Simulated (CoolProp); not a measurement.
Diethyl ether along the isobar 0.551 MPa: fugacity coefficient from the reference equation and from simpler models built on Tc = 467.9 K, pc = 3.717 MPa, ω = 0.282; each cubic takes its own stable root.

Values from CoolProp's reference Helmholtz-energy equation of state, Thol 2014.

```csv
T (K),phase,reference
396.5,gas,0.9101
408.1,gas,0.9190
419.7,gas,0.9267
431.3,gas,0.9335
442.9,gas,0.9395
454.5,gas,0.9447
466.1,gas,0.9494
477.7,gas,0.9537
489.4,gas,0.9575
501,gas,0.9609
512.6,gas,0.9640
```

Problem. How far does each simpler model (Redlich-Kwong, Soave-Redlich-Kwong) lie from the reference over these 11 states: mean and median of the absolute difference, and the worst?

Solution. 
- Redlich-Kwong: mean 0.3 %, median 0.2 %, worst +1.1 % at 396.5 K and 0.551 MPa
- Soave-Redlich-Kwong: mean 0.1 %, median 0.0 %, worst +0.5 % at 396.5 K and 0.551 MPa
